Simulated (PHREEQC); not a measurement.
A solution holds 0.0052 mol CuCl2, 0.012 mol H2SO4 and 0.00076 mol FeCl3 per kg of water, at 15 °C. It is in equilibrium with CO2 at log p = -1 (atm). Otherwise closed; pH follows from the charge balance.

Computed with PHREEQC (ion-association model, phreeqc.dat).

```
quantity                    before     after
------------------------  --------  --------
pH                            1.77      1.77
ionic strength (mol/kgw)    0.0385    0.0518
HSO4- (mol/kgw)            0.00451   0.00406
FeSO4+ (mol/kgw)          0.000588  0.000565
Fe+3 (mol/kgw)             7.28e-5   8.87e-5
FeHSO4+2 (mol/kgw)         4.61e-5   4.75e-5
SI of Goethite (FeOOH)       +1.25     +1.27
SI of Hematite (Fe2O3)       +4.46     +4.50
```

Problem. Name the change that produced these shifts.
(A) FeCl3 from 0.00076 to 0.00152 mol/kgw
(B) CuCl2 from 0.0052 to 0.0104 mol/kgw
(C) CuCl2 left out
(D) FeCl3 from 0.00076 to 0.00114 mol/kgw

Solution. B, CuCl2 from 0.0052 to 0.0104 mol/kgw

No solid was allowed to form. Some of these states are supersaturated (in Hematite (slow to form), Goethite (slow to form), for instance).
